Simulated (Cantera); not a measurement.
Catalytic stagnation flow on Pt

A jet of 2.27 % CH4, 19.7 % O2, 78.0 % N2 at 300 K and 0.247 atm hits a platinum plate 2.3 cm away at a mass flux of 0.15 kg/m²/s; the plate temperature is set and raised in steps from an oxygen-covered start.

Computed with Cantera and Deutschmann's 1995 Pt surface mechanism with GRI-Mech 3.0 gas chemistry. Catalytic surfaces can have several steady states; this one follows from the mechanism file's or the stated starting coverage.

| plate T (K) | wall x CH4 | wall x O2 | wall x H2O | wall x OH | wall x CO | wall x CO2 | θ free Pt | θ O* | θ OH* |
|---|---|---|---|---|---|---|---|---|---|
| 850 | 0.0209 | 0.194 | 0.00343 | <1e-8 | 4.42e-6 | 0.00224 | 0.0849 | 0.914 | 0.000683 |
| 900 | 0.0185 | 0.188 | 0.00788 | 1.41e-8 | 5.64e-6 | 0.00516 | 0.130 | 0.869 | 0.000996 |
| 950 | 0.0153 | 0.182 | 0.0139 | 4.91e-8 | 6.41e-6 | 0.00909 | 0.184 | 0.815 | 0.00124 |
| 1000 | 0.0120 | 0.175 | 0.0199 | 1.42e-7 | 6.74e-6 | 0.0131 | 0.243 | 0.756 | 0.00137 |
| 1050 | 0.00925 | 0.169 | 0.0249 | 3.63e-7 | 6.82e-6 | 0.0164 | 0.304 | 0.695 | 0.00139 |
| 1100 | 0.00717 | 0.164 | 0.0287 | 8.23e-7 | 6.82e-6 | 0.0189 | 0.365 | 0.633 | 0.00134 |
x: mole fraction at the wall; θ: surface coverage.
